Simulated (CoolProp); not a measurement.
n-perfluorohexane along the isotherm 155.05 °C: fugacity coefficient from the reference equation and from simpler models built on Tc = 174.9 °C, pc = 1.742 MPa, ω = 0.497; each cubic takes its own stable root.

Values from CoolProp's reference Helmholtz-energy equation of state, Gao 2022.

| p (MPa) | phase | reference |
|---|---|---|
| 0.0622 | gas | 0.9854 |
| 0.124 | gas | 0.9708 |
| 0.187 | gas | 0.9561 |
| 0.249 | gas | 0.9416 |
| 0.311 | gas | 0.9272 |
| 0.373 | gas | 0.9128 |
| 0.435 | gas | 0.8984 |
| 0.498 | gas | 0.8838 |
| 0.56 | gas | 0.8694 |
| 0.622 | gas | 0.8550 |
| 0.684 | gas | 0.8406 |
| 0.746 | gas | 0.8262 |
| 0.809 | gas | 0.8115 |
| 0.871 | gas | 0.7970 |

Q: How far does each simpler model (van der Waals, Redlich-Kwong) lie from the reference over these 14 states: mean and median of the absolute difference, and the worst?

A: 
- van der Waals: mean 2.4 %, median 2.3 %, worst +4.8 % at 155.05 °C and 0.871 MPa
- Redlich-Kwong: mean 0.8 %, median 0.7 %, worst +1.7 % at 155.05 °C and 0.871 MPa
